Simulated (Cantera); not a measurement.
Feed: 1 mol Fe2O3, a varied amount of CO, 0.1 mol N2, 2.7 mol C, equilibrated at 1827 °C and 6.20 bar.

Method: chemical equilibrium by Gibbs-energy minimisation in Cantera with the NASA 1993 tables (ideal gas, pure condensed phases). Candidate condensed phases: C, Fe, Fe(CO)5, FeO, Fe2O3, Fe3O4; 27 gas species. Each liquid is taken as pure. Mutual solubility and eutectic melting of coexisting phases are not modelled. The tables' stoichiometric FeO is somewhat more stable than real wüstite, so its field is too wide. FeO: taken at fixed stoichiometry. Kinetics and transport are ignored.

Q: Which condensed phases are stable at each of these points (n(CO) (mol)): 0.63, 0.83, 1.1, 1.4, 1.9, 2.5, 3.3, 4.3, 5.6, 7.4?

A: 
```tsv
n(CO) (mol)	condensed phases	Fe condensed (%)
0.63	Fe(l) + FeO(l)	100.0
0.83	Fe(l)	100.0
1.1	Fe(l)	100.0
1.4	Fe(l)	100.0
1.9	Fe(l)	100.0
2.5	Fe(l)	100.0
3.3	Fe(l)	99.9
4.3	Fe(l)	99.9
5.6	Fe(l)	99.9
7.4	Fe(l)	99.9
```

At 0.63 mol CO the condensed part is Fe(l) + FeO(l). From 0.83 mol CO to 7.4 mol CO the condensed part is Fe(l).
